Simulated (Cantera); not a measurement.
An adiabatic, constant-volume homogeneous reactor starts with H₂ : O₂ : N₂ = 1 : 0.417 : 1.57 (molar parts), at 1225 K and 0.987 atm.

Cantera simulation using GRI-Mech 3.0 (53 species, 325 reactions); the numbers are that mechanism's predictions, not measurements.

One state of this run: T (K) = 2962; P (bar) = 2.17; x H₂ = 0.0864; x O₂ = 0.00643; x N₂O = 4.91e-7; x H₂O₂ = 4.99e-7; x H = 0.0281; x OH = 0.0271; x NO = 0.00687. x: mole fraction; the columns are a selection and need not sum to one.

Task: Which value of t (s) does it belong to?
A. 0.00788
B. 4.46e-6
C. 1.99e-5
D. 8.88e-5

Result: A, 0.00788
